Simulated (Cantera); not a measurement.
A Cantera script and its output.

```python
import numpy as np
import cantera as ct

gas = ct.Solution("gri30.yaml")
gas.TPX = 1050, 150000, {'C2H6': 1, 'N2': 3}
inlet = ct.Reservoir(gas, clone=True)

reactor = ct.IdealGasConstPressureReactor(gas, energy="off", clone=False)
exhaust = ct.Reservoir(gas, clone=True)
tau = [7.6, 1.5, 0.3, 0.06, 0.012, 0.0024, 0.00047][0]
for a, b in ((inlet, reactor), (reactor, exhaust)):
    ct.MassFlowController(a, b, mdot=lambda t: reactor.mass / tau)
net = ct.ReactorNet([reactor])
show = ['C2H6', 'HCN', 'CH3', 'H2', 'CH4']

rows = []
print(f"{'tau/s':>10s}{'T/K':>9s}" + "".join(f"{s:>11s}" for s in show))
for tau in [7.6, 1.5, 0.3, 0.06, 0.012, 0.0024, 0.00047]:
    net.initial_time = 0.0
    net.advance(30 * tau)
    before = gas.X
    net.advance(40 * tau)
    drift = np.max(np.abs(gas.X - before) / (gas.X + 1e-9))
    rows.append([gas.T, *gas[show].X, drift])
    print(f"{tau:10.3e}{gas.T:9.1f}" + "".join(f"{x:11.3e}" for x in gas[show].X))
```

Output:

```
     tau/s      T/K       C2H6        HCN        CH3         H2        CH4
 7.600e+00   1050.0  5.272e-02  1.080e-14  2.736e-07  1.334e-01  2.972e-02
 1.500e+00   1050.0  8.843e-02  3.328e-15  2.474e-07  1.201e-01  1.146e-02
 3.000e-01   1050.0  1.584e-01  9.814e-16  3.336e-07  7.016e-02  3.802e-03
 6.000e-02   1050.0  2.221e-01  3.720e-16  4.291e-07  2.157e-02  8.893e-04
 1.200e-02   1050.0  2.446e-01  1.707e-16  3.869e-07  4.169e-03  1.506e-04
 2.400e-03   1050.0  2.494e-01  2.801e-17  1.944e-07  4.284e-04  1.489e-05
 4.700e-04   1050.0  2.500e-01  1.903e-18  1.243e-07  1.863e-05  1.861e-06
```

Model: GRI-Mech 3.0 (53 species, 325 reactions), integrated in Cantera. GRI-Mech 3.0 stops at C3 and has no aromatics, soot or wall deposition, so with more carbon than oxygen in the feed, carbon stays in small species such as C2H2 where larger ones or solid carbon would form.
